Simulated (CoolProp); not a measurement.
A single-stage vapour-compression cycle with the fluid: evaporating at 237.15 K (dew point), condensing at 295.15 K (bubble point), superheat 10 K, subcooling 8 K, compressor efficiency 0.9, no pressure losses. The same conditions are run with several fluids, on thermodynamics alone (safety and materials aside).

The numbers come from the reference Helmholtz-energy equation of state of each fluid (R404A: Lemmon 2003; R142b: Lemmon 2006; propylene: Lemmon 2013; dimethyl ether: Wu 2011; R227EA: Lemmon 2016; R115: Lemmon 2016) in CoolProp. Blends and air are pseudo-pure fits.

Q: Rank R404A, R142b, propylene, dimethyl ether, R227EA, R115 by cooling COP, highest first.

A: R142b (3.13), dimethyl ether (3.10), propylene (3.00), R227EA (2.87), R404A (2.84), R115 (2.81)

```
fluid           pressure ratio  discharge temperature (K)  refrigerating effect (kJ/kg)  volumetric capacity (kJ/m³)
--------------  --------------  -------------------------  ----------------------------  ---------------------------
R404A                     7.39                      318.5                           134                         1050
R142b                     10.4                      325.4                           184                          269
propylene                 6.41                      330.4                           320                         1150
dimethyl ether            8.93                      339.5                           377                          523
R227EA                    10.4                      297.4                          92.4                          311
R115                      7.15                      301.0                          80.8                          739
```
